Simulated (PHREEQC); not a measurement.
PHREEQC input (ion-association model, wateq4f.dat):

```
SOLUTION_MASTER_SPECIES
  An  An-  0  An  62.0  # stands for a non-complexing anion
SOLUTION_SPECIES
  An- = An-
    -log_k 0
    -gamma 3.0 0
  PO4-3 + 3H+ = H3PO4  # constants of phreeqc.dat
    -log_k 21.721
    -delta_h -10.1 kJ
PHASES
  Fix_H+
    H+ = H+
    -log_k 0
SOLUTION 1
  temp 25
  units mmol/kgw
  pH 7 charge
  P 0.22
  Na 300.22
  An 300
END
SELECTED_OUTPUT 1
  -reset false
  -pH true
  -pe true
  -ionic_strength true
  -water true
  -totals Na P
  -molalities Hfo_wOH Hfo_wOH2+ Hfo_wO- Hfo_sOH Hfo_sOH2+ Hfo_sO- Hfo_wH2PO4 Hfo_wHPO4- Hfo_wPO4-2
USER_PUNCH 1
  -headings sigma psi
  10 PUNCH EDL("sigma", "Hfo"), EDL("psi", "Hfo")
PRINT
  -reset false
USE solution 1
SURFACE 1
  Hfo_wOH 9.66292e-05 600 0.043
  Hfo_sOH 2.41573e-06
EQUILIBRIUM_PHASES 1
  Fix_H+ -3 HAn 10
    -force_equality true
  O2(g) -0.68 10
END
# ... the last block is repeated for the other 12 points of pH, with NaOH or the acid as the point needs
```

Selected output (columns that matter, 13 of 13 rows; pH added in front):

```
pH	mu	Na	P	m_Hfo_wOH	m_Hfo_wOH2+	m_Hfo_wO-	m_Hfo_sOH	m_Hfo_sOH2+	m_Hfo_sO-	m_Hfo_wH2PO4	m_Hfo_wHPO4-	m_Hfo_wPO4-2	sigma	psi
3	0.3015	0.30022	0.00013312	1.7955e-09	9.7502e-06	7.5749e-15	4.4479e-10	2.4153e-06	1.8764e-15	8.6486e-05	3.9096e-07	3.0013e-11	0.044037	0.032842
3.67	0.3005	0.30022	0.00013327	7.6743e-09	9.8906e-06	1.3641e-13	1.873e-09	2.4139e-06	3.3292e-14	8.5109e-05	1.621e-06	5.2434e-10	0.039953	0.030159
4.33	0.30028	0.30022	0.00013484	3.2034e-08	1.1439e-05	2.0552e-12	6.7464e-09	2.409e-06	4.3282e-13	7.9675e-05	5.4772e-06	6.3944e-09	0.031258	0.024091
5	0.30024	0.30022	0.00013879	1.2499e-07	1.5296e-05	2.3398e-11	1.958e-08	2.3961e-06	3.6654e-12	6.7602e-05	1.356e-05	4.6192e-08	0.015108	0.011967
5.67	0.30023	0.30022	0.00014532	4.3898e-07	2.1514e-05	2.052e-10	4.8306e-08	2.3674e-06	2.258e-11	4.9614e-05	2.485e-05	2.1138e-07	-0.0052065	-0.0041571
6.33	0.30025	0.30022	0.00015364	1.4596e-06	2.8803e-05	1.6945e-09	1.1651e-07	2.2991e-06	1.3525e-10	2.9233e-05	3.6363e-05	7.6818e-07	-0.025429	-0.019829
7	0.30036	0.30028	0.00016337	5.2683e-06	3.4709e-05	1.8319e-08	3.182e-07	2.0964e-06	1.1065e-09	1.1414e-05	4.2528e-05	2.691e-06	-0.041605	-0.03128
7.67	0.30046	0.30035	0.00017559	1.8095e-05	3.3902e-05	2.2127e-07	8.3713e-07	1.5684e-06	1.0236e-08	2.6097e-06	3.4193e-05	7.6081e-06	-0.052997	-0.038608
8.33	0.30053	0.3004	0.00019176	4.3085e-05	2.3498e-05	1.8098e-06	1.5218e-06	8.2998e-07	6.3923e-08	3.5114e-07	1.5804e-05	1.208e-05	-0.065489	-0.045947
9	0.30059	0.30045	0.00020625	6.3574e-05	1.0428e-05	8.8788e-06	1.853e-06	3.0394e-07	2.5879e-07	2.5893e-08	3.8748e-06	9.8477e-06	-0.082191	-0.054715
9.67	0.30068	0.30053	0.00021575	6.3646e-05	3.7074e-06	2.5031e-05	1.6643e-06	9.6942e-08	6.5452e-07	1.2345e-09	5.2024e-07	3.7231e-06	-0.11163	-0.067751
10.33	0.30097	0.30081	0.00021929	5.0799e-05	1.3508e-06	4.3766e-05	1.2794e-06	3.402e-08	1.1023e-06	4.6321e-11	4.2762e-08	6.7039e-07	-0.1678	-0.086647
11	0.30223	0.30201	0.00021991	3.2266e-05	3.7326e-07	6.3898e-05	8.0742e-07	9.3402e-09	1.599e-06	1.1602e-12	2.4619e-09	8.872e-08	-0.24421	-0.1049
```

H3PO4, which wateq4f.dat lacks, is added to it with the constant of phreeqc.dat. The oxide is taken as insoluble; below pH 4 it would dissolve.
